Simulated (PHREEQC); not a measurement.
**Acid mine or pickling water (model solution)**

Model water analysis in mmol/kgw, 5 °C, pH 3.69, pe 10.4:

```tsv
constituent	mmol/kgw
Na	3.69
K	0.542
Ca	10.9
Mg	4.87
Cl	11.6
S(6)	12
Li	0.266
Cu(2)	0.838
Cd	2.56
```

Cl is adjusted to close the charge balance.
Valence states are taken as typed.

Equilibrium calculation in PHREEQC: ion-association model, phreeqc.dat.

No solid was allowed to form.

Estimate the ionic strength, density, specific conductance.

ionic strength 0.0569 mol/kgw; density 1.003 g/cm³; specific conductance 2160 µS/cm.

In which forms is S present?

SO4-2 67 %, CaSO4 18 %, MgSO4 7.6 %, CdSO4 3.9 %, CuSO4 1.6 %, Cd(SO4)2-2 0.8 % of the S.

Species that the database lacks are ignored. Constants without temperature data keep their 25 °C values here.
